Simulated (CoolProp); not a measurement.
Sulfur dioxide at 293.15 K and 0.175 MPa is throttled through a valve to 0.0646 MPa with no heat exchange. Each further row changes one setting.

Computed with CoolProp (reference Helmholtz-energy equation of state, Gao 2016).

```json
[
 {"case": "as stated", "temperature change (K)": "?", "final density (kg/m³)": "?"},
 {"case": "outlet pressure 0.0194 MPa", "temperature change (K)": "?", "final density (kg/m³)": "?"},
 {"case": "outlet pressure 0.084 MPa", "temperature change (K)": "?", "final density (kg/m³)": "?"}
]
```

Complete the blanks.


- as stated, temperature change (K): -4.6
- as stated, final density (kg/m³): 1.75
- outlet pressure 0.0194 MPa, temperature change (K): -6.6
- outlet pressure 0.0194 MPa, final density (kg/m³): 0.524
- outlet pressure 0.084 MPa, temperature change (K): -3.8
- outlet pressure 0.084 MPa, final density (kg/m³): 2.27
